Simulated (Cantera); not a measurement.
What does this Cantera script print?

```python
import numpy as np
import cantera as ct

gas_names = """
    CL CL2 H HCL H2 Si SiCL SiCL2 SiCL3 SiCL4 SiH SiHCL3 SiH2 SiH2CL2 SiH3 SiH3CL SiH4 Si2 Si3
""".split()
cond_names = """
    Si(cr) Si(L)
""".split()


# ... load() reads the species with a 1 bar reference pressure and builds the phases ...
atoms = {
    'SiCl4': {'Si': 1, 'CL': 4},
    'Cl2': {'CL': 2},
    'H2': {'H': 2},
}
top_T = {}  # K; cautious upper limits of use, not melting points


# ... equilibrate(T, P, feed) seeds the gas with the atoms and calls Mixture.equilibrate('TP', solver="vcs", rtol=1e-11, max_steps=5000) ...
results = []
feed = {'SiCl4': 1, 'Cl2': 2.2, 'H2': 20}  # mol
P = 10000  # Pa
for T in [1173, 1248, 1323, 1398, 1473, 1548, 1623, 1698, 1773]:
    mix = equilibrate(T, P, feed)
    results.append((T, P, feed, dict(zip(mix.species_names, mix.species_moles))))
    x = sorted(zip(gas.X, gas.species_names), reverse=True)
    print(f"T = {T:g} K  P = {P:g} Pa  gas = {mix.phase_moles(0):.4g} mol")
    print("   x: " + "  ".join(f"{s} {v:.3e}" for v, s in x if v > 1e-06))
    print("   condensed (mol): " + ("  ".join(f"{mix.phase(i).name} {mix.phase_moles(i):.4g}"
          for i in range(1, mix.n_phases) if mix.phase_moles(i) > 1e-12) or "none"))
```

Output:

```
T = 1173 K  P = 10000 Pa  gas = 23.23 mol
   x: H2 7.615e-01  HCL 1.954e-01  SiCL4 3.763e-02  SiHCL3 3.418e-03  SiCL3 1.428e-03  SiCL2 5.341e-04  SiH2CL2 3.974e-05
   condensed (mol): none
T = 1248 K  P = 10000 Pa  gas = 23.3 mol
   x: H2 7.551e-01  HCL 2.020e-01  SiCL4 3.247e-02  SiHCL3 4.275e-03  SiCL3 3.449e-03  SiCL2 2.642e-03  SiH2CL2 7.648e-05  H 1.283e-06
   condensed (mol): none
T = 1323 K  P = 10000 Pa  gas = 23.47 mol
   x: H2 7.426e-01  HCL 2.148e-01  SiCL4 2.384e-02  SiCL2 8.428e-03  SiCL3 6.060e-03  SiHCL3 4.180e-03  SiH2CL2 1.051e-04  H 4.322e-06  CL 1.048e-06
   condensed (mol): none
T = 1398 K  P = 10000 Pa  gas = 23.7 mol
   x: H2 7.264e-01  HCL 2.314e-01  SiCL2 1.745e-02  SiCL4 1.399e-02  SiCL3 7.560e-03  SiHCL3 3.085e-03  SiH2CL2 1.022e-04  H 1.275e-05  CL 3.346e-06
   condensed (mol): none
T = 1473 K  P = 10000 Pa  gas = 23.91 mol
   x: H2 7.128e-01  HCL 2.454e-01  SiCL2 2.612e-02  SiCL3 7.136e-03  SiCL4 6.672e-03  SiHCL3 1.821e-03  SiH2CL2 7.790e-05  H 3.378e-05  CL 9.424e-06
   condensed (mol): none
T = 1548 K  P = 10000 Pa  gas = 24.04 mol
   x: H2 7.044e-01  HCL 2.539e-01  SiCL2 3.211e-02  SiCL3 5.675e-03  SiCL4 2.808e-03  SiHCL3 9.514e-04  H 8.172e-05  SiH2CL2 5.252e-05  CL 2.353e-05  SiCL 1.573e-06
   condensed (mol): none
T = 1623 K  P = 10000 Pa  gas = 24.11 mol
   x: H2 6.999e-01  HCL 2.584e-01  SiCL2 3.563e-02  SiCL3 4.181e-03  SiCL4 1.145e-03  SiHCL3 4.806e-04  H 1.828e-04  CL 5.318e-05  SiH2CL2 3.403e-05  SiCL 4.519e-06
   condensed (mol): none
T = 1698 K  P = 10000 Pa  gas = 24.15 mol
   x: H2 6.974e-01  HCL 2.607e-01  SiCL2 3.762e-02  SiCL3 3.019e-03  SiCL4 4.790e-04  H 3.819e-04  SiHCL3 2.466e-04  CL 1.110e-04  SiH2CL2 2.212e-05  SiCL 1.145e-05  SiH2 1.047e-06
   condensed (mol): none
T = 1773 K  P = 10000 Pa  gas = 24.18 mol
   x: H2 6.959e-01  HCL 2.618e-01  SiCL2 3.878e-02  SiCL3 2.192e-03  H 7.504e-04  CL 2.170e-04  SiCL4 2.104e-04  SiHCL3 1.312e-04  SiCL 2.639e-05  SiH2CL2 1.467e-05  Si 2.611e-06  SiH2 2.104e-06
   condensed (mol): none
```

Equilibrium computed with Cantera from the NASA thermochemical tables; the gas is ideal and each condensed phase is pure. The tables' values for SiCl3, SiCl are old estimates; treat these amounts as uncertain.
